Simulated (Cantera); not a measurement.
A perfectly stirred reactor is fed with NH3 : N2 = 1 : 5.5 (molar parts), at 5500 Pa; it is held at 1850 K, and followed from long to short residence time.

Cantera simulation using the gas-phase N/H chemistry of the illustrative SiF4/NH3 mechanism in the Surface Chemkin manual (1991); the numbers are that mechanism's predictions, not measurements. Walls and surfaces, which speed up NH3 decomposition in real reactors, are not modelled.

Predict: x(NH3) at τ = 2.10 s; x(NH2) at τ = 2.10 s; x(N) at τ = 2.10 s; x(N2H4) at τ = 2.10 s; x(N2H2) at τ = 2.10 s; x(NH3) at τ = 38.0 ms; x(NH2) at τ = 38.0 ms; x(N) at τ = 38.0 ms; x(N2H4) at τ = 38.0 ms; x(N2H2) at τ = 38.0 ms.


```json
{
  "x(NH3) at τ = 2.10 s": "0.0737",
  "x(NH2) at τ = 2.10 s": "0.000146",
  "x(N) at τ = 2.10 s": "4.38e-7",
  "x(N2H4) at τ = 2.10 s": "2.04e-9",
  "x(N2H2) at τ = 2.10 s": "3.33e-7",
  "x(NH3) at τ = 38.0 ms": "0.151",
  "x(NH2) at τ = 38.0 ms": "0.000299",
  "x(N) at τ = 38.0 ms": "3.49e-8",
  "x(N2H4) at τ = 38.0 ms": "8.53e-9",
  "x(N2H2) at τ = 38.0 ms": "7.35e-7"
}
```
